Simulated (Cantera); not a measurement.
# HgO + H2 + N2 (iron carbonyl, mercury and lead vapours)

Charge: 1 mol HgO, a varied amount of H2, 1.9 mol N2, at 727 °C and 13.3 mbar.

Equilibrium computed with Cantera from the NASA thermochemical tables; the gas is ideal and each condensed phase is pure. Candidate condensed phases: H2O, Hg, HgO; 25 gas species. Rates play no part.

```json
[
 {"n(H2) (mol)": "0.78", "x H2": "9.14e-10", "x N2": "0.501", "x Hg": "0.264", "x H2O": "0.206", "x O2": "0.0290", "x NO": "9.28e-6", "x NH3": "<1e-12"},
 {"n(H2) (mol)": "0.97", "x H2": "3.04e-9", "x N2": "0.489", "x Hg": "0.257", "x H2O": "0.250", "x O2": "0.00386", "x NO": "3.34e-6", "x NH3": "<1e-12"},
 {"n(H2) (mol)": "1.2", "x H2": "0.0488", "x N2": "0.463", "x Hg": "0.244", "x H2O": "0.244", "x O2": "<1e-12", "x NO": "<1e-12", "x NH3": "5.69e-8"},
 {"n(H2) (mol)": "1.5", "x H2": "0.114", "x N2": "0.432", "x Hg": "0.227", "x H2O": "0.227", "x O2": "<1e-12", "x NO": "<1e-12", "x NH3": "1.95e-7"},
 {"n(H2) (mol)": "1.9", "x H2": "0.187", "x N2": "0.396", "x Hg": "0.208", "x H2O": "0.208", "x O2": "<1e-12", "x NO": "<1e-12", "x NH3": "3.96e-7"},
 {"n(H2) (mol)": "2.3", "x H2": "0.250", "x N2": "0.365", "x Hg": "0.192", "x H2O": "0.192", "x O2": "<1e-12", "x NO": "<1e-12", "x NH3": "5.86e-7"},
 {"n(H2) (mol)": "2.9", "x H2": "0.328", "x N2": "0.328", "x Hg": "0.172", "x H2O": "0.172", "x O2": "<1e-12", "x NO": "<1e-12", "x NH3": "8.33e-7"},
 {"n(H2) (mol)": "3.5", "x H2": "0.391", "x N2": "0.297", "x Hg": "0.156", "x H2O": "0.156", "x O2": "<1e-12", "x NO": "<1e-12", "x NH3": "1.03e-6"},
 {"n(H2) (mol)": "4.4", "x H2": "0.466", "x N2": "0.260", "x Hg": "0.137", "x H2O": "0.137", "x O2": "<1e-12", "x NO": "<1e-12", "x NH3": "1.26e-6"},
 {"n(H2) (mol)": "5.5", "x H2": "0.536", "x N2": "0.226", "x Hg": "0.119", "x H2O": "0.119", "x O2": "<1e-12", "x NO": "<1e-12", "x NH3": "1.45e-6"},
 {"n(H2) (mol)": "6.8", "x H2": "0.598", "x N2": "0.196", "x Hg": "0.103", "x H2O": "0.103", "x O2": "<1e-12", "x NO": "<1e-12", "x NH3": "1.59e-6"},
 {"n(H2) (mol)": "8.4", "x H2": "0.655", "x N2": "0.168", "x Hg": "0.0885", "x H2O": "0.0885", "x O2": "<1e-12", "x NO": "<1e-12", "x NH3": "1.69e-6"}
]
```
x: gas mole fraction; nothing condenses.

From 0.78 mol H2 to 8.4 mol H2 nothing is condensed. The main Hg-bearing gas is Hg throughout.
